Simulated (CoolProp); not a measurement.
Saturated liquid density (kg/m³) of octamethylcyclotetrasiloxane (D4): the reference equation beside estimates from Tc = 313.4 °C, pc = 1.347 MPa, ω = 0.598. Rackett uses Z = 0.29056 − 0.08775 ω.

The numbers come from the reference Helmholtz-energy equation of state, Thol 2015 in CoolProp.

```json
[
 {"T (°C)": "23.15", "reference": "952.8", "Rackett": "1113", "van der Waals": "[?]", "Soave-Redlich-Kwong": "839.7"},
 {"T (°C)": "38.75", "reference": "935.0", "Rackett": "1093", "van der Waals": "527.5", "Soave-Redlich-Kwong": "829.2"},
 {"T (°C)": "54.35", "reference": "917.0", "Rackett": "1072", "van der Waals": "519.0", "Soave-Redlich-Kwong": "817.9"},
 {"T (°C)": "69.95", "reference": "898.9", "Rackett": "1051", "van der Waals": "510.2", "Soave-Redlich-Kwong": "805.8"},
 {"T (°C)": "85.55", "reference": "880.5", "Rackett": "1029", "van der Waals": "501.1", "Soave-Redlich-Kwong": "792.8"},
 {"T (°C)": "101.05", "reference": "861.9", "Rackett": "1007", "van der Waals": "491.6", "Soave-Redlich-Kwong": "778.8"},
 {"T (°C)": "116.65", "reference": "842.8", "Rackett": "[?]", "van der Waals": "481.7", "Soave-Redlich-Kwong": "763.7"},
 {"T (°C)": "132.25", "reference": "823.2", "Rackett": "960.2", "van der Waals": "471.3", "Soave-Redlich-Kwong": "747.2"},
 {"T (°C)": "147.85", "reference": "803.1", "Rackett": "935.5", "van der Waals": "460.3", "Soave-Redlich-Kwong": "729.3"},
 {"T (°C)": "163.45", "reference": "782.3", "Rackett": "909.7", "van der Waals": "448.8", "Soave-Redlich-Kwong": "[?]"},
 {"T (°C)": "178.95", "reference": "760.8", "Rackett": "883.0", "van der Waals": "436.7", "Soave-Redlich-Kwong": "688.6"}
]
```

Problem. Fill in the missing entries.

Solution. 
- 23.15, van der Waals: 535.7
- 116.65, Rackett: 984.0
- 163.45, Soave-Redlich-Kwong: 709.9

Absolute difference from the reference over all 11 rows, mean and median: Rackett 16.7 and 16.8 %, van der Waals 43.1 and 43.0 %, Soave-Redlich-Kwong 10.0 and 9.6 %.
